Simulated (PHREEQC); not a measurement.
**Acid mine or pickling water (model solution)**

A made-up water analysis in mg/kgw, 71 °C, pH 3.25, pe 11.7: Na 1530; K 140; Ca 125; Mg 57.4; Cl 74.6; S(6) as SO4 5780; Fe(3) 881; Mn(2) 13.3; Cu(2) 3.1.

Valence states are taken as typed.

Equilibrium calculation in PHREEQC: ion-association model, wateq4f.dat.

Precipitation was switched off in this run.

Predict the ionic strength, charge-balance error.

ionic strength 0.147 mol/kgw; charge-balance error -2.3 %.

In which forms is Fe present?

FeSO4+ 27 %, Fe(OH)2+ 26 %, FeOH+2 24 %, Fe2(OH)2+4 11 %, Fe(SO4)2- 8.4 %, Fe3(OH)4+5 3.8 % of the Fe.

Saturation is exceeded, for instance for Jarosite-K, Jarosite-Na; the values hold only as long as no solid forms. Away from 25 °C the constants follow the database's enthalpies or fits; those with neither stay at their 25 °C values.
